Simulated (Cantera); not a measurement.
An adiabatic, constant-volume homogeneous reactor starts with CH4 : O2 : N2 = 1 : 1.54 : 5.78 (molar parts), at 1225 K and 500000 Pa. Integrator tolerance rtol = 1e-08.

Cantera simulation using GRI-Mech 3.0 (53 species, 325 reactions); the numbers are that mechanism's predictions, not measurements.

```
quantity                                                              before                                      after
---------------------------------  -----------------------------------------  -----------------------------------------
time of steepest temperature rise                                    7.87 ms                                    0.133 s
temperature at 1.00 s                                                 2974 K                                     2887 K
equilibrium temperature                                               2974 K                                     2887 K
x(CH4) at 1.00 s                   3.31e-12 (gas-phase equilibrium 3.90e-12)  4.75e-12 (gas-phase equilibrium 5.52e-12)
x(O2) at 1.00 s                      0.00217 (gas-phase equilibrium 0.00217)    0.00118 (gas-phase equilibrium 0.00118)
x(NO) at 1.00 s                      0.00427 (gas-phase equilibrium 0.00427)    0.00283 (gas-phase equilibrium 0.00283)
x(CH3) at 1.00 s                   1.04e-11 (gas-phase equilibrium 1.22e-11)  1.09e-11 (gas-phase equilibrium 1.27e-11)
x(HCN) at 1.00 s                     7.86e-8 (gas-phase equilibrium 7.86e-8)    8.02e-8 (gas-phase equilibrium 8.02e-8)
x(CH2CO) at 1.00 s                     <1e-12 (gas-phase equilibrium <1e-12)      <1e-12 (gas-phase equilibrium <1e-12)
x(H2) at 1.00 s                        0.0423 (gas-phase equilibrium 0.0423)      0.0406 (gas-phase equilibrium 0.0406)
```

Problem. Which change was made?
(A) initial temperature 1225 to 1373 K
(B) initial temperature 1225 to 1725 K
(C) constant pressure in place of constant volume
(D) initial temperature 1225 to 1025 K

Solution. D, initial temperature 1225 to 1025 K
